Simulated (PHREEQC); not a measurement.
## Acid rinse or clean: speciation

Make-up at 65 °C: 0.0028 mol/kgw HCl, 0.00039 mol/kgw CuSO4 and 3.3e-05 mol/kgw CuCl2. Closed to the air; pH follows from the charge balance.

The numbers come from PHREEQC with the ion-association model, phreeqc.dat.

No solid was allowed to form.

Estimate the pH.

pH 2.60.

In which forms is Cu present?

Cu+2 94 %, CuSO4 3.3 %, CuCl+ 3.0 % of the Cu.

Species that the database lacks are ignored. Away from 25 °C the constants follow the database's enthalpies or fits; those with neither stay at their 25 °C values.
